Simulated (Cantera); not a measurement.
Feed: 1 mol B2H6, 5.3 mol O2, equilibrated at 3.70 mbar.

Equilibrium computed with Cantera from the NASA thermochemical tables; the gas is ideal and each condensed phase is pure. Candidate condensed phases: B, B2O3, B3O3H3, H2O; 23 gas species. The feed counts by its element totals alone. Gases not in the tables: H3BO3. Kinetics and transport are ignored.

### Question
Which condensed phases are stable at each of these points (T (K)): 1098, 1248, 1398, 1548, 1698, 1848, 1998, 2148?

### Answer
```json
[
 {"T (K)": "1098", "condensed phases": "B2O3(l)", "B condensed (%)": "99.1"},
 {"T (K)": "1248", "condensed phases": "B2O3(l)", "B condensed (%)": "94.6"},
 {"T (K)": "1398", "condensed phases": "B2O3(l)", "B condensed (%)": "70.2"},
 {"T (K)": "1548", "condensed phases": "gas only", "B condensed (%)": "0.0"},
 {"T (K)": "1698", "condensed phases": "gas only", "B condensed (%)": "0.0"},
 {"T (K)": "1848", "condensed phases": "gas only", "B condensed (%)": "0.0"},
 {"T (K)": "1998", "condensed phases": "gas only", "B condensed (%)": "0.0"},
 {"T (K)": "2148", "condensed phases": "gas only", "B condensed (%)": "0.0"}
]
```

From 1098 K to 1398 K the condensed part is B2O3(l). From 1548 K to 2148 K nothing is condensed.
